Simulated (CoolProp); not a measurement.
CH2F2 (R32) at 335.03 K and 5.91 MPa flows at 0.067 m/s in a round tube of 25 mm bore and 15 µm roughness, fully developed (64/Re and Nu = 3.66 if laminar; Colebrook and Gnielinski if turbulent). Each further row changes one setting.

Model: reference Helmholtz-energy equation of state, Tillner-Roth 1997, in CoolProp.

| case | Reynolds number | Darcy friction factor | pressure drop (Pa/m) | heat-transfer coefficient (W/(m² K)) | mass flow (kg/h) |
|---|---|---|---|---|---|
| as stated | 18200 | 0.0277 | 1.99 | ? | ? |
| velocity 0.134 m/s | 36400 | 0.0241 | 6.95 | 602 | 190 |
| diameter 50 mm | 36400 | 0.0233 | 0.839 | 292 | ? |

Task: Fill in the missing entries.

Result: 
- as stated, heat-transfer coefficient (W/(m² K)): 330
- as stated, mass flow (kg/h): 94.9
- diameter 50 mm, mass flow (kg/h): 380

Viscosity comes from a separate model (Bell 2016), an estimate that may be off by 10 % or more. Thermal conductivity comes from a separate model (Huber 2003), an estimate that may be off by 10 % or more.
